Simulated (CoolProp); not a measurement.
Vapour-liquid equilibrium of propane (1) + neopentane (2) at 278.4 K; x and y are mole fractions of (1).

The numbers come from the multi-fluid Helmholtz-energy mixture model, Lemmon 2009 and Lemmon 2006; pair parameters Bell 2016 in CoolProp.

**Question.** Give the bubble pressure and the first vapour's composition at x = 0.15, 0.55, 0.95. Is there an azeotrope?

**Answer.** x = 0.15: 0.1212 MPa, y = 0.382; x = 0.55: 0.2644 MPa, y = 0.864; x = 0.95: 0.5238 MPa, y = 0.996. No azeotrope shows between x = 0.05 and 0.95.

Pair parameters are fitted to limited data, so mixtures are less certain than the pure fluids.
